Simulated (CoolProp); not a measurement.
R124 at 298.15 K and 0.271 MPa flows at 1 m/s in a round tube of 25 mm bore and 15 µm roughness, fully developed (64/Re and Nu = 3.66 if laminar; Colebrook and Gnielinski if turbulent). Each further row changes one setting.

The numbers come from the reference Helmholtz-energy equation of state, de Vries 1995 in CoolProp.

| case | Reynolds number | Darcy friction factor | pressure drop (Pa/m) | heat-transfer coefficient (W/(m² K)) | mass flow (kg/h) |
|---|---|---|---|---|---|
| as stated | 31200 | 0.0248 | ___ | ___ | ___ |
| velocity 2 m/s | 62300 | 0.0221 | ___ | ___ | ___ |
| diameter 50 mm | 62300 | 0.0211 | 3.39 | ___ | ___ |

Task: What belongs in the gaps?

Result: 
- as stated, pressure drop (Pa/m): 8.00
- as stated, heat-transfer coefficient (W/(m² K)): 42.6
- as stated, mass flow (kg/h): 28.5
- velocity 2 m/s, pressure drop (Pa/m): 28.5
- velocity 2 m/s, heat-transfer coefficient (W/(m² K)): 76.5
- velocity 2 m/s, mass flow (kg/h): 56.9
- diameter 50 mm, heat-transfer coefficient (W/(m² K)): 36.3
- diameter 50 mm, mass flow (kg/h): 114

Viscosity comes from a separate model (Bell 2016), an estimate that may be off by 10 % or more. Thermal conductivity comes from a separate model (Huber 2003), an estimate that may be off by 10 % or more.
